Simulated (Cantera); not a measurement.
# Thermodynamics of silicon oxide and oxynitride deposition, feed SiH₄ + O₂ + N₂

Feed: 1 mol SiH₄, 0.3 mol O₂, 1.2 mol N₂, equilibrated at 0.00133 bar.

Method: chemical equilibrium by Gibbs-energy minimisation in Cantera with the NASA 1993 tables (ideal gas, pure condensed phases). Candidate condensed phases: H₂O, Si, SiO₂, Si₂N₂O, Si₃N₄; 35 gas species. N₂ is the only nitrogen source here; it is nearly inert below about 1500 K, so the nitride shown seldom forms there in practice. Mutual solubility and eutectic melting of coexisting phases are not modelled. Kinetics and transport are ignored.

```
T (°C)   x H₂   x N₂    x H₂O    x NH₃       x H  n SiO₂(α-quartz)  n Si₂N₂O(s)  n SiO₂(β-quartz)
------  -----  -----  -------  -------  --------  ----------------  -----------  ----------------
502     0.732  0.268  1.72e-6  1.68e-6  2.32e-11            0.0667        0.467                 0
527     0.732  0.268  2.14e-6  1.29e-6  6.79e-11            0.0667        0.467                 0
552     0.732  0.268  2.61e-6  1.01e-6  1.86e-10            0.0667        0.467                 0
577     0.732  0.268  3.15e-6  8.02e-7  4.80e-10                 0        0.467            0.0667
602     0.732  0.268  3.75e-6  6.44e-7   1.18e-9                 0        0.467            0.0667
627     0.732  0.268  4.41e-6  5.24e-7   2.74e-9                 0        0.467            0.0667
652     0.732  0.268  5.15e-6  4.30e-7   6.10e-9                 0        0.467            0.0667
677     0.732  0.268  5.95e-6  3.56e-7   1.30e-8                 0        0.467            0.0667
702     0.732  0.268  6.83e-6  2.98e-7   2.68e-8                 0        0.467            0.0667
727     0.732  0.268  7.77e-6  2.52e-7   5.32e-8                 0        0.467            0.0667
752     0.732  0.268  8.79e-6  2.14e-7   1.02e-7                 0        0.467            0.0667
777     0.732  0.268  9.88e-6  1.83e-7   1.90e-7                 0        0.467            0.0666
```
x: gas mole fraction; n: condensed amount in mol.

From 502 °C to 552 °C the condensed part is SiO₂(α-quartz) + Si₂N₂O(s). From 577 °C to 777 °C the condensed part is SiO₂(β-quartz) + Si₂N₂O(s).
